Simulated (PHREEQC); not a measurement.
NaOH is added in steps, without added water, to 1 kg of water holding 170 mmol/kgw H3PO4 and 5.4 mmol/kgw NaF, at 70 °C. O2 is buffered at 0.21 atm. No CO2 enters from the air. No solid was allowed to form.

Base run: PHREEQC, ion-association model, phreeqc.dat. Each further column changes one thing. The table gives HF (mol/kgw).

```json
[
 {"NaOH added (mol)": "0", "base": "0.00532", "database wateq4f.dat": "0.00529", "Debye-Hückel limiting law": "0.00531", "all activity coefficients set to 1": "0.00533", "Davies equation for every ion": "0.00532"},
 {"NaOH added (mol)": "0.065", "base": "0.00508", "database wateq4f.dat": "0.00506", "Debye-Hückel limiting law": "0.00508", "all activity coefficients set to 1": "0.00511", "Davies equation for every ion": "0.00509"},
 {"NaOH added (mol)": "0.13", "base": "0.00416", "database wateq4f.dat": "0.00415", "Debye-Hückel limiting law": "0.00419", "all activity coefficients set to 1": "0.00420", "Davies equation for every ion": "0.00420"},
 {"NaOH added (mol)": "0.195", "base": "1.62e-5", "database wateq4f.dat": "1.62e-5", "Debye-Hückel limiting law": "2.89e-5", "all activity coefficients set to 1": "1.07e-5", "Davies equation for every ion": "(withheld)"},
 {"NaOH added (mol)": "0.26", "base": "2.60e-6", "database wateq4f.dat": "2.60e-6", "Debye-Hückel limiting law": "(withheld)", "all activity coefficients set to 1": "1.71e-6", "Davies equation for every ion": "2.57e-6"},
 {"NaOH added (mol)": "0.325", "base": "2.91e-7", "database wateq4f.dat": "2.91e-7", "Debye-Hückel limiting law": "8.50e-7", "all activity coefficients set to 1": "1.92e-7", "Davies equation for every ion": "2.77e-7"},
 {"NaOH added (mol)": "0.39", "base": "3.45e-10", "database wateq4f.dat": "2.31e-10", "Debye-Hückel limiting law": "2.90e-9", "all activity coefficients set to 1": "8.17e-11", "Davies equation for every ion": "(withheld)"}
]
```

### Question
What belongs in the gaps?

### Answer

- 0.195, Davies equation for every ion: 1.65e-5
- 0.26, Debye-Hückel limiting law: 6.01e-6
- 0.39, Davies equation for every ion: 1.77e-10

At this temperature some constants are extrapolated from 25 °C, and those without enthalpy data are left unchanged. H3PO4, which wateq4f.dat lacks, is added to it with the constant of phreeqc.dat. phreeqc.dat and wateq4f.dat share most of their constants, so their agreement is no independent check.
